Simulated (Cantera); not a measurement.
Mixture: 13.3 % CH4, 16.7 % O2, 62.7 % N2, 7.33 % H2O, equivalence ratio 1.6, at 1.78 atm, adiabatic and at constant pressure. Ignition delay is the time to a rise of 400 K.

Detailed kinetics in Cantera: GRI-Mech 3.0 (53 species, 325 reactions).

Q: At T0 = 1125 K, what is the delay, and which 6 reactions control it most (d ln τ / d ln k, from doubling and halving each rate constant)?

A: The delay is 0.116 s.
| reaction | d ln τ / d ln k | faster rate |
|---|---|---|
| 2 CH3 (+M) <=> C2H6 (+M) | 0.56 | lengthens it |
| CH3 + O2 <=> CH2O + OH | -0.41 | shortens it |
| CH2O + O2 <=> HCO + HO2 | -0.37 | shortens it |
| CH3 + HO2 <=> CH3O + OH | -0.28 | shortens it |
| CH4 + H <=> CH3 + H2 | 0.26 | lengthens it |
| CH3 + O2 <=> CH3O + O | -0.23 | shortens it |
